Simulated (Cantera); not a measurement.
An isothermal, constant-pressure homogeneous reactor starts with 1.08 % CO, 0.567 % O2, 0.519 % H2O, 97.8 % N2, equivalence ratio 0.95, at 1273 K and 0.140 bar.

Model: GRI-Mech 3.0 (53 species, 325 reactions), integrated in Cantera.

One state of this run: x CO = 0.00187; x O2 = 0.00156; x H2O = 0.00405; x H2 = 0.000461; x H2O2 = 1.16e-8; x NO2 = 3.68e-11; x H = 0.00125. x: mole fraction; the columns are a selection and need not sum to one.

Problem. Which value of t (s) does it belong to?
A) 0.100
B) 1.00e-6
C) 3.16
D) 0.00316

Solution. A, 0.100
